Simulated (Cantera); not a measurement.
A freely propagating, adiabatic, planar premixed flame of CH₄ : O₂ : N₂ = 1 : 2.35 : 8.85 (molar parts), equivalence ratio 0.85, unburnt at 300 K and 760 Torr; mixture-averaged transport, grid criteria slope 0.08 and curve 0.16, no radiation.

Cantera simulation using GRI-Mech 3.0 (53 species, 325 reactions); the numbers are that mechanism's predictions, not measurements. Burning velocities carry a grid error of a few per cent, more on coarse grids.

Task: What does this change do: N2 8.85 to 11 parts?

Result: 
| quantity | before | after |
|---|---|---|
| laminar burning velocity | 31.1 cm/s | 17.4 cm/s |
| thermal thickness | 0.492 mm | 0.751 mm |
| peak x(C₂H₄) | 0.000272 | 0.000241 |
| peak x(OH) | 0.00644 | 0.00359 |
| peak x(C₂H₆) | 0.000611 | 0.000473 |
